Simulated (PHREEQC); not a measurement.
Solution A (0.014 mol/kgw H2SO4, 0.0021 mol/kgw NaCl and 0.0077 mol/kgw CuCl2) is mixed with solution B (0.071 mol CuSO4, 0.0046 mol HCl and 0.0075 mol Na2SO4 per kg of water) at 25 °C; shares are by mass of water, 1 kg in all. Oxygen is held at 0.21 atm. The system is closed to CO2. Nothing may precipitate in this run.

All values are PHREEQC results (ion-association model, phreeqc.dat), not measurements.

```tsv
share of solution B	pH	SO4-2 (mol/kgw)	Cu+2 (mol/kgw)	CuSO4 (mol/kgw)	HSO4- (mol/kgw)	NaSO4- (mol/kgw)
0	1.73	0.00607	0.00591	0.00165	0.00624	2.93e-5
0.1	1.81	0.00922	(withheld)	0.00373	0.00743	6.65e-5
0.2	1.89	0.0125	0.0139	0.00623	0.00802	0.000117
0.3	(withheld)	0.0160	0.0174	0.00903	0.00817	0.000180
0.4	2.06	0.0195	0.0207	(withheld)	0.00798	0.000255
0.5	2.14	0.0231	0.0238	0.0153	0.00751	0.000340
0.6	2.24	0.0268	0.0268	0.0186	0.00683	0.000437
0.7	2.34	0.0305	0.0297	0.0221	0.00598	0.000543
0.8	2.46	0.0343	0.0325	0.0256	0.00498	(withheld)
0.9	2.60	0.0381	0.0352	0.0293	0.00386	0.000783
1	2.80	0.0420	0.0379	0.0330	0.00264	0.000915
```

### Question
Complete the blanks.

### Answer

- 0.1, Cu+2 (mol/kgw): 0.0101
- 0.3, pH: 1.97
- 0.4, CuSO4 (mol/kgw): 0.0121
- 0.8, NaSO4- (mol/kgw): 0.000658

Complexes and solids missing from the database can't appear.
